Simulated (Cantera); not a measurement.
**Stirred combustor or abatement burner**

A perfectly stirred reactor is fed with 21.9 % H2, 16.4 % O2, 61.7 % N2, at 210000 Pa; it is adiabatic with a 750 K inlet, and is followed from long to short residence time, starting on the burning branch (τ in s: 0.091, 0.036, 0.014, 0.0054, 0.0021, 0.00083, 0.00032, 0.00013, 4.9e-05).

Cantera simulation using GRI-Mech 3.0 (53 species, 325 reactions); the numbers are that mechanism's predictions, not measurements. The hydrogen kinetics of GRI-Mech 3.0 are dated; newer H2 mechanisms differ, most at raised pressure.

| τ (s) | T (K) | x H2 | x O2 | x H2O | x NO | x O | x NO2 |
|---|---|---|---|---|---|---|---|
| 0.091 | 2299 | 0.00150 | 0.0567 | 0.241 | 0.00478 | 0.000839 | 4.02e-6 |
| 0.036 | 2301 | 0.00157 | 0.0576 | 0.240 | 0.00305 | 0.000890 | 2.58e-6 |
| 0.014 | 2301 | 0.00174 | 0.0582 | 0.240 | 0.00159 | 0.000984 | 1.36e-6 |
| 0.0054 | 2295 | 0.00213 | 0.0586 | 0.239 | 0.000779 | 0.00119 | 6.63e-7 |
| 0.0021 | 2280 | 0.00301 | 0.0586 | 0.237 | 0.000403 | 0.00165 | 3.33e-7 |
| 0.00083 | 2249 | 0.00477 | 0.0587 | 0.233 | 0.000222 | 0.00261 | 1.65e-7 |
| 0.00032 | 2191 | 0.00790 | 0.0590 | 0.227 | 0.000120 | 0.00438 | 7.36e-8 |
| 0.00013 | 2105 | 0.0123 | 0.0599 | 0.218 | 7.06e-5 | 0.00695 | 3.58e-8 |
| 4.9e-5 | 1974 | 0.0183 | 0.0621 | 0.206 | 4.87e-5 | 0.0105 | 2.11e-8 |
x: mole fraction; the columns are a selection and need not sum to one.
